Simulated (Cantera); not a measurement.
Adiabatic ignition

An adiabatic, constant-volume homogeneous reactor starts with 6.38 % CH₄, 19.6 % O₂, 74.0 % N₂, equivalence ratio 0.65, at 1425 K and 270000 Pa.

Computed with Cantera and GRI-Mech 3.0 (53 species, 325 reactions).

| t (s) | T (K) | P (bar) | x CH₄ | x O₂ | x C₂H₄ | x H₂O₂ | x NO | x CH₃ |
|---|---|---|---|---|---|---|---|---|
| 3.00e-6 | 1425 | 2.70 | 0.0638 | 0.196 | <1e-12 | 1.43e-9 | <1e-12 | 2.32e-7 |
| 1.11e-5 | 1425 | 2.70 | 0.0638 | 0.196 | 2.06e-11 | 1.28e-8 | <1e-12 | 9.54e-7 |
| 4.13e-5 | 1425 | 2.70 | 0.0638 | 0.196 | 1.95e-9 | 6.40e-8 | <1e-12 | 4.88e-6 |
| 0.000153 | 1425 | 2.70 | 0.0637 | 0.196 | 3.89e-7 | 1.55e-7 | <1e-12 | 3.68e-5 |
| 0.000569 | 1434 | 2.72 | 0.0621 | 0.195 | 4.62e-5 | 1.03e-6 | 1.03e-12 | 0.000136 |
| 0.00211 | 2754 | 5.30 | <1e-12 | 0.0618 | <1e-12 | 7.51e-7 | 0.0152 | <1e-12 |
| 0.00783 | 2750 | 5.29 | <1e-12 | 0.0607 | <1e-12 | 7.39e-7 | 0.0177 | <1e-12 |
| 0.0291 | 2750 | 5.29 | <1e-12 | 0.0607 | <1e-12 | 7.39e-7 | 0.0177 | <1e-12 |
| 0.108 | 2750 | 5.29 | <1e-12 | 0.0607 | <1e-12 | 7.39e-7 | 0.0177 | <1e-12 |
| 0.400 | 2750 | 5.29 | <1e-12 | 0.0607 | <1e-12 | 7.39e-7 | 0.0177 | <1e-12 |
x: mole fraction; the columns are a selection and need not sum to one.

The time of steepest temperature rise comes out as 0.949 ms. The temperature at 0.400 s is 2750 K, the equilibrium temperature comes out as 2750 K and the x(CH₄) at 0.400 s comes out as <1e-12 (gas-phase equilibrium <1e-12). The x(O₂) at 0.400 s comes out as 0.0607 (gas-phase equilibrium 0.0607) and the x(C₂H₄) at 0.400 s comes out as <1e-12 (gas-phase equilibrium <1e-12).
